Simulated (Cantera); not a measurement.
A closed system holds: 1 mol SiCl₄, 0.12 mol O₂, 21 mol H₂, at 10.0 mbar.

Cantera equilibrium calculation (NASA polynomials, part measured and part estimated; ideal gas, pure solids and liquids). Candidate condensed phases: H₂O, Si, SiO₂; 30 gas species. The tables' values for SiCl₃ are old estimates; treat these amounts as uncertain. Kinetics and transport are ignored. All values below are at 1200 °C.

Base state: H₂ 0.851, HCl 0.105, SiCl₂ 0.0314, SiO 0.0103, SiCl₃ 0.00107, SiCl₄ 0.000124, H 0.000117, SiHCl₃ 9.41e-5 (mole fractions); condensed: gas only.

What changes in the equilibrium state with this change: O₂ from 0.12 to 2.2 mol?


```tsv
species	before	after
H₂	0.851	0.722
HCl	0.105	0.174
H₂O	9.01e-7	0.104
SiCl₂	0.0314	<1e-9
SiO	0.0103	5.35e-7
SiCl₃	0.00107	<1e-9
SiCl₄	0.000124	<1e-9
SiHCl₃	9.41e-5	<1e-9
SiO₂(β-quartz), mol	0	1.000
```
The tables hold silica as quartz up to 1696 K and as liquid above; real silica turns to tridymite and cristobalite and melts near 1996 K.
